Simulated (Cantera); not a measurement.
A perfectly stirred reactor is fed with 0.985 % CH₂O, 0.512 % O₂, 98.5 % N₂, equivalence ratio 1.9, at 1.01 bar; it is held at 1248 K, and followed from long to short residence time.

Model: GRI-Mech 3.0 (53 species, 325 reactions), integrated in Cantera.

x: mole fraction; the columns are a selection and need not sum to one.

```csv
τ (s),x CH₂O,x O₂,x HCO,x CO,x CH₃,x NO,x CH₄
12,1.08e-7,3.22e-6,1.96e-9,0.00528,7.37e-10,(withheld),1.30e-8
5.1,1.69e-7,5.05e-6,3.33e-9,0.00529,1.29e-9,(withheld),2.11e-8
2.1,2.70e-7,8.10e-6,6.01e-9,0.00532,2.23e-9,(withheld),3.43e-8
0.89,4.31e-7,1.30e-5,1.11e-8,0.00536,3.70e-9,(withheld),5.44e-8
0.37,7.09e-7,2.15e-5,2.14e-8,0.00543,6.05e-9,(withheld),8.64e-8
0.15,1.22e-6,3.72e-5,4.40e-8,0.00555,9.73e-9,(withheld),1.36e-7
0.064,2.10e-6,6.52e-5,8.93e-8,0.00572,1.45e-8,(withheld),1.98e-7
0.027,3.85e-6,0.000122,1.88e-7,0.00600,2.03e-8,2.62e-7,2.69e-7
0.011,7.86e-6,0.000253,4.20e-7,0.00644,2.67e-8,2.79e-7,3.37e-7
0.0046,1.79e-5,0.000562,9.53e-7,0.00710,3.41e-8,(withheld),3.97e-7
0.0019,5.59e-5,0.00135,2.32e-6,0.00810,4.78e-8,(withheld),4.86e-7
```

What belongs in the gaps?


- 12, x NO: 3.74e-8
- 5.1, x NO: 5.61e-8
- 2.1, x NO: 8.17e-8
- 0.89, x NO: 1.11e-7
- 0.37, x NO: 1.45e-7
- 0.15, x NO: 1.83e-7
- 0.064, x NO: 2.23e-7
- 0.0046, x NO: 2.25e-7
- 0.0019, x NO: 8.63e-8
